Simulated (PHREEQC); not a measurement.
Consider water at 65 °C with 0.16 mol/kgw ZnSO4. Closed to the air; pH follows from the charge balance.

Computed with PHREEQC (ion-association model, phreeqc.dat).

Each row changes one thing in this solution. Precipitation was switched off in this run.

```
case                               pH  ionic strength (mol/kgw)  Zn+2 (mol/kgw)  ZnSO4 (mol/kgw)  SO4-2 (mol/kgw)  Zn(SO4)2-2 (mol/kgw)
-------------------------------  ----  ------------------------  --------------  ---------------  ---------------  --------------------
as made                          5.09                     0.303          0.0758           0.0638           0.0554                0.0204
ZnSO4 from 0.16 to 0.08 mol/kgw  5.13                     0.159          0.0396                …           0.0327               0.00688
diluted 10-fold with water       5.23                         …               …          0.00602          0.00926              0.000356
temperature from 65 to 75 °C        …                     0.303               …           0.0645           0.0561                0.0197
0.2 mol/kgw H2SO4 added          0.99                     0.516           0.111           0.0411           0.0390               0.00777
```

**Question.** Fill in the missing entries.

**Answer.** 
- ZnSO4 from 0.16 to 0.08 mol/kgw, ZnSO4 (mol/kgw): 0.0335
- diluted 10-fold with water, ionic strength (mol/kgw): 0.0384
- diluted 10-fold with water, Zn+2 (mol/kgw): 0.00961
- temperature from 65 to 75 °C, pH: 5.02
- temperature from 65 to 75 °C, Zn+2 (mol/kgw): 0.0757

Species that the database lacks are ignored. Away from 25 °C the constants follow the database's enthalpies or fits; those with neither stay at their 25 °C values.
